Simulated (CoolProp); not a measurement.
Model: reference Helmholtz-energy equation of state, Leachman 2009, in CoolProp.

Task: For normal hydrogen, give the phase and the cv (kJ/(kg K)), speed of sound (m/s), Joule-Thomson coefficient (K/MPa), expansivity (1/kK) at -245.05 °C and 10.8 bar; -245.05 °C and 28.8 bar.

Result: 
- -245.05 °C and 10.8 bar: liquid; cv 6.14, speed of sound 891, Joule-Thomson coefficient -0.0506, expansivity 33.8
- -245.05 °C and 28.8 bar: liquid; cv 6.15, speed of sound 1040, Joule-Thomson coefficient -0.481, expansivity 21.2
